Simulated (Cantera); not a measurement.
A closed system holds: 1 mol PH3, 4.5 mol O2, 0.14 mol H2, held at 1773 K and 1000 Pa.

Method: chemical equilibrium by Gibbs-energy minimisation in Cantera with the NASA 1993 tables (ideal gas, pure condensed phases). Candidate condensed phases: H2O, P, P4O10; 17 gas species. Gases not in the tables: HPO2, HPO3 and P4O6. Kinetics and transport are ignored.

Base state: O2 0.502, H2O 0.306, PO2 0.187, OH 0.00402, O 0.000665, H2 0.000180, P4O10 0.000144, PO 6.04e-5 (mole fractions); condensed: gas only.

### Question
What changes in the equilibrium state with this change: temperature from 1773 K to 3000 K?

### Answer
```
species    before     after
-------  --------  --------
O        0.000665     0.434
H         3.82e-5     0.216
O2          0.502     0.147
H2O         0.306    0.0161
PO        6.04e-5    0.0638
H2       0.000180    0.0188
OH        0.00402    0.0615
PO2         0.187    0.0417
P           <1e-9  0.000449
P4O10    0.000144     <1e-9
```
